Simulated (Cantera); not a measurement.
## Gas-phase reforming

An isothermal, constant-pressure homogeneous reactor starts with CH4 : CO2 : H2 = 1 : 2.5 : 0.38 (molar parts), at 2075 K and 101000 Pa.

Detailed kinetics in Cantera: GRI-Mech 3.0 (53 species, 325 reactions).

```csv
t (s),x CH4,x CO2,x H2,x C2H2,x HO2,x O,x CH2
2.00e-5,0.224,0.628,0.116,0.00162,8.56e-11,3.81e-8,2.11e-5
8.66e-5,0.112,0.519,0.203,0.0434,1.81e-10,6.95e-8,2.05e-5
0.000375,0.0256,0.308,0.172,0.0770,3.15e-10,1.34e-7,1.51e-5
0.00162,0.00577,0.151,0.143,0.0515,3.91e-10,3.22e-7,1.05e-5
0.00702,0.00265,0.0934,0.209,0.00949,1.41e-10,3.70e-7,2.55e-6
0.0304,6.03e-6,0.0806,0.230,5.91e-6,1.18e-10,4.34e-7,4.76e-9
0.132,1.00e-9,0.0805,0.230,<1e-12,1.19e-10,4.41e-7,<1e-12
0.570,1.00e-9,0.0805,0.230,<1e-12,1.19e-10,4.41e-7,<1e-12
2.47,1.00e-9,0.0805,0.230,<1e-12,1.19e-10,4.41e-7,<1e-12
10.7,1.00e-9,0.0805,0.230,<1e-12,1.19e-10,4.41e-7,<1e-12
46.2,1.00e-9,0.0805,0.230,<1e-12,1.19e-10,4.41e-7,<1e-12
200,1.00e-9,0.0805,0.230,<1e-12,1.19e-10,4.41e-7,<1e-12
```
x: mole fraction; the columns are a selection and need not sum to one.

Equilibrium at this temperature and pressure: CH4 1.11e-9, CO2 0.0805, H2 0.230, C2H2 1.01e-12, HO2 1.19e-10, O 4.41e-7, CH2 <1e-12 (gas phase only).
